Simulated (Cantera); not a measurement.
Equilibrium for silicon carbide growth: SiHCl3 + C3H8 + H2

A closed system holds: 1 mol SiHCl3, 0.0041 mol C3H8, 59 mol H2, held at 133 Pa.

Method: chemical equilibrium by Gibbs-energy minimisation in Cantera with the NASA 1993 tables (ideal gas, pure condensed phases). Candidate condensed phases: C, C6H6, C7H8, C8H18, Si, SiC; 109 gas species. The tables' values for SiCl are old estimates; treat these amounts as uncertain. Gases not in the tables: Si2H6 and higher silanes. Equilibrium is a limit: real reactors are often held back by kinetics, nucleation or transport.

From 1948 K to 2548 K nothing is condensed. The main Si-bearing gas is Si throughout.

```csv
T (K),log p H2,log p H,log p HCl,log p Cl,log p Si,log p SiCl2,log p SiCl,log p SiH
1948,-2.91,-4.40,-4.27,-5.89,-4.82,-5.40,-6.05,-6.39
2048,-2.93,-4.11,-4.25,-5.56,-4.75,-5.84,-6.16,-6.43
2148,-2.95,-3.86,-4.26,-5.30,-4.73,-6.33,-6.33,-6.51
2248,-2.99,-3.63,-4.30,-5.08,-4.73,-6.84,-6.52,-6.62
2348,-3.05,-3.43,-4.37,-4.90,-4.75,-7.37,-6.74,-6.74
2448,-3.14,-3.27,-4.48,-4.76,-4.78,-7.91,-6.98,-6.89
2548,-3.26,-3.14,-4.62,-4.65,-4.82,-8.47,-7.23,-7.06
```
log p: log10 of the partial pressure in bar; nothing condenses.
